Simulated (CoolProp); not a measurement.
Vapour-liquid equilibrium of n-butane (1) + trans-2-butene (2) at 0.0028 MPa; x and y are mole fractions of (1).

Model: multi-fluid Helmholtz-energy mixture model, Bücker 2006 and Lemmon 2005; pair parameters Bell 2016, in CoolProp.

```tsv
x	bubble temperature (K)	y at the bubble point	dew temperature at overall composition x (K)	liquid density (mol/L)
0.05	206.2	0.062	206.2	12.39
0.15	205.9	0.176	206.0	12.29
0.25	205.7	0.282	205.7	12.20
0.35	205.5	0.381	205.5	12.10
0.45	205.3	0.477	205.3	12.01
0.55	205.2	0.572	205.2	11.92
0.65	205.1	0.666	205.1	11.83
0.75	205.0	0.760	205.0	11.74
0.85	204.9	0.855	204.9	11.65
0.95	204.9	0.951	204.9	11.56
```

No azeotrope shows between x = 0.05 and 0.95.

The pair parameters rest on a limited set of measurements; away from them the model extrapolates.
